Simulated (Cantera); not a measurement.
An isothermal, constant-pressure homogeneous reactor starts with CH4 : O2 : N2 = 0.0033 : 0.006 : 1 (molar parts), equivalence ratio 1.1, at 1200 K and 10.0 bar. Integrator tolerance rtol = 1e-08.

Cantera simulation using GRI-Mech 3.0 (53 species, 325 reactions); the numbers are that mechanism's predictions, not measurements.

Problem. What does this change do: temperature 1200 to 1550 K?

Solution. 
```json
[
 {"quantity": "x(CH4) at 40.0 s", "before": "3.05e-7 (gas-phase equilibrium 1.19e-12)", "after": "<1e-12 (gas-phase equilibrium <1e-12)"},
 {"quantity": "x(O2) at 40.0 s", "before": "1.06e-9 (gas-phase equilibrium <1e-12)", "after": "1.67e-10 (gas-phase equilibrium 1.66e-10)"},
 {"quantity": "x(H) at 40.0 s", "before": "1.68e-9 (gas-phase equilibrium 1.68e-9)", "after": "2.33e-7 (gas-phase equilibrium 2.32e-7)"},
 {"quantity": "x(NO) at 40.0 s", "before": "1.05e-8 (gas-phase equilibrium 1.58e-11)", "after": "1.04e-6 (gas-phase equilibrium 4.91e-8)"},
 {"quantity": "x(CH2) at 40.0 s", "before": "<1e-12 (gas-phase equilibrium <1e-12)", "after": "<1e-12 (gas-phase equilibrium <1e-12)"},
 {"quantity": "x(H2) at 40.0 s", "before": "0.000555 (gas-phase equilibrium 0.000716)", "after": "0.000536 (gas-phase equilibrium 0.000536)"},
 {"quantity": "x(C2H2) at 40.0 s", "before": "1.48e-9 (gas-phase equilibrium <1e-12)", "after": "<1e-12 (gas-phase equilibrium <1e-12)"}
]
```

Problem. What does this change do: pressure from 10.0 bar to 1.01 bar?

Solution. 
| quantity | before | after |
|---|---|---|
| x(CH4) at 40.0 s | 3.05e-7 (gas-phase equilibrium 1.19e-12) | <1e-12 (gas-phase equilibrium <1e-12) |
| x(O2) at 40.0 s | 1.06e-9 (gas-phase equilibrium <1e-12) | 1.90e-12 (gas-phase equilibrium <1e-12) |
| x(H) at 40.0 s | 1.68e-9 (gas-phase equilibrium 1.68e-9) | 4.90e-8 (gas-phase equilibrium 5.28e-9) |
| x(NO) at 40.0 s | 1.05e-8 (gas-phase equilibrium 1.58e-11) | 3.11e-7 (gas-phase equilibrium 4.97e-11) |
| x(CH2) at 40.0 s | <1e-12 (gas-phase equilibrium <1e-12) | <1e-12 (gas-phase equilibrium <1e-12) |
| x(H2) at 40.0 s | 0.000555 (gas-phase equilibrium 0.000716) | 0.000716 (gas-phase equilibrium 0.000716) |
| x(C2H2) at 40.0 s | 1.48e-9 (gas-phase equilibrium <1e-12) | <1e-12 (gas-phase equilibrium <1e-12) |
